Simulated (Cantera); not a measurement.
An adiabatic, constant-pressure homogeneous reactor starts with CH4 : C2H6 : O2 : N2 : H2O = 1 : 0.17 : 2.16 : 8.13 : 3 (molar parts), at 1050 K and 1.00 atm. Integrator tolerance rtol = 1e-08.

Computed with Cantera and GRI-Mech 3.0 (53 species, 325 reactions).

Q: What does this change do: pressure from 1.00 atm to 1.68 atm?

A: 
```json
[
 {"quantity": "time of steepest temperature rise", "before": "39.3 ms", "after": "28.8 ms"},
 {"quantity": "temperature at 6.00 s", "before": "2320 K", "after": "2330 K"},
 {"quantity": "equilibrium temperature", "before": "2320 K", "after": "2330 K"},
 {"quantity": "x(CH4) at 6.00 s", "before": "<1e-12 (gas-phase equilibrium <1e-12)", "after": "<1e-12 (gas-phase equilibrium <1e-12)"},
 {"quantity": "x(C2H6) at 6.00 s", "before": "<1e-12 (gas-phase equilibrium <1e-12)", "after": "<1e-12 (gas-phase equilibrium <1e-12)"},
 {"quantity": "x(O2) at 6.00 s", "before": "0.000647 (gas-phase equilibrium 0.000647)", "after": "0.000445 (gas-phase equilibrium 0.000445)"},
 {"quantity": "x(H2) at 6.00 s", "before": "0.0304 (gas-phase equilibrium 0.0304)", "after": "0.0300 (gas-phase equilibrium 0.0300)"},
 {"quantity": "x(HO2) at 6.00 s", "before": "2.07e-7 (gas-phase equilibrium 2.07e-7)", "after": "1.83e-7 (gas-phase equilibrium 1.83e-7)"}
]
```

Q: What does this change do: constant volume in place of constant pressure?

A: 
```csv
quantity,before,after
time of steepest temperature rise,39.3 ms,37.4 ms
temperature at 6.00 s,2320 K,2543 K
equilibrium temperature,2320 K,2543 K
x(CH4) at 6.00 s,<1e-12 (gas-phase equilibrium <1e-12),<1e-12 (gas-phase equilibrium <1e-12)
x(C2H6) at 6.00 s,<1e-12 (gas-phase equilibrium <1e-12),<1e-12 (gas-phase equilibrium <1e-12)
x(O2) at 6.00 s,0.000647 (gas-phase equilibrium 0.000647),0.00214 (gas-phase equilibrium 0.00214)
x(H2) at 6.00 s,0.0304 (gas-phase equilibrium 0.0304),0.0324 (gas-phase equilibrium 0.0324)
x(HO2) at 6.00 s,2.07e-7 (gas-phase equilibrium 2.07e-7),1.17e-6 (gas-phase equilibrium 1.17e-6)
```
